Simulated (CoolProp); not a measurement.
R1123 along the isotherm 362.4 K: Z from the reference equation and from simpler models built on Tc = 331.7 K, pc = 45.49 bar, ω = 0.243; each cubic takes its own stable root.

Values from CoolProp's reference Helmholtz-energy equation of state, Akasaka 2020.

```
p (bar)          phase  reference
-------  -------------  ---------
15.4               gas     0.9081
30.8               gas     0.8052
46.2     supercritical     0.6860
61.5     supercritical     0.5435
76.9     supercritical     0.4153
92.3     supercritical     0.3884
108      supercritical     0.4056
123      supercritical     0.4332
138      supercritical     0.4644
154      supercritical     0.4994
169      supercritical     0.5329
185      supercritical     0.5688
200      supercritical     0.6026
```

Question: How far does each simpler model (van der Waals, Redlich-Kwong) lie from the reference over these 13 states: mean and median of the absolute difference, and the worst?

Answer: 
- van der Waals: mean 18.2 %, median 24.3 %, worst +31.0 % at 362.4 K and 200 bar
- Redlich-Kwong: mean 6.2 %, median 8.2 %, worst +10.2 % at 362.4 K and 108 bar
